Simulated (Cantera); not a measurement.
An isothermal, constant-pressure homogeneous reactor starts with CH₄ : H₂ : H = 0.024 : 1 : 0.0077 (molar parts), at 1850 K and 10.00 Torr.

Detailed kinetics in Cantera: GRI-Mech 3.0 (53 species, 325 reactions). GRI-Mech 3.0 stops at C3 and has no aromatics, soot or wall deposition, so with more carbon than oxygen in the feed, carbon stays in small species such as C2H2 where larger ones or solid carbon would form. Radical loss at walls, strong at low pressure, is not modelled.

x: mole fraction; the columns are a selection and need not sum to one.

| t (s) | x CH₄ | x H₂ | x H | x C₂H₄ | x CH₂ | x C₂H₆ | x C₂H |
|---|---|---|---|---|---|---|---|
| 2.00e-6 | 0.0231 | 0.969 | 0.00727 | 1.51e-10 | [?] | 1.58e-10 | <1e-12 |
| 1.07e-5 | 0.0224 | 0.970 | 0.00660 | 4.02e-8 | [?] | 2.10e-8 | <1e-12 |
| 5.69e-5 | 0.0212 | 0.971 | 0.00538 | 4.19e-6 | [?] | 1.04e-6 | 9.12e-12 |
| 0.000304 | 0.0209 | 0.972 | 0.00516 | 4.78e-5 | [?] | 3.66e-6 | 7.01e-10 |
| 0.00162 | 0.0205 | 0.972 | 0.00494 | 0.000116 | [?] | 3.43e-6 | 1.29e-8 |
| 0.00864 | 0.0186 | 0.974 | 0.00418 | 8.93e-5 | [?] | 2.38e-6 | 6.41e-8 |
| 0.0461 | 0.0139 | 0.978 | 0.00338 | 4.10e-5 | [?] | 1.03e-6 | 1.52e-7 |
| 0.246 | 0.00583 | 0.982 | 0.00367 | 9.79e-6 | [?] | 2.00e-7 | 3.34e-7 |
| 1.31 | 0.00107 | 0.984 | 0.00438 | 2.72e-6 | [?] | 8.23e-9 | 5.17e-7 |
| 7.00 | 0.000173 | 0.984 | 0.00464 | 2.47e-6 | [?] | 2.37e-10 | 5.72e-7 |

Complete the blanks.


- 2.00e-6, x CH₂: 3.49e-8
- 1.07e-5, x CH₂: 7.62e-7
- 5.69e-5, x CH₂: 6.53e-6
- 0.000304, x CH₂: 9.46e-6
- 0.00162, x CH₂: 8.65e-6
- 0.00864, x CH₂: 6.05e-6
- 0.0461, x CH₂: 3.24e-6
- 0.246, x CH₂: 1.75e-6
- 1.31, x CH₂: 4.88e-7
- 7.00, x CH₂: 9.02e-8
